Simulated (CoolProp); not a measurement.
A single-stage vapour-compression cycle with hydrogen chloride: evaporating at 235.15 K (dew point), condensing at 297.15 K (bubble point), superheat 5 K, subcooling 2 K, compressor efficiency 0.65, no pressure losses. Each further row changes one setting.

Model: reference Helmholtz-energy equation of state, Thol 2018, in CoolProp.

```csv
case,cooling COP,pressure ratio,discharge temperature (K),refrigerating effect (kJ/kg),volumetric capacity (kJ/m³)
as stated,1.63,5.63,453.8,271,4570
evaporating temperature 240.15 K,1.86,4.74,433.8,272,5410
condensing temperature 292.15 K,1.85,5.02,435.6,283,4760
subcooling 7 K,1.70,5.63,453.8,283,4770
superheat 15 K,1.60,5.63,477.0,282,4480
compressor efficiency 0.55,1.38,5.63,487.4,271,4570
```
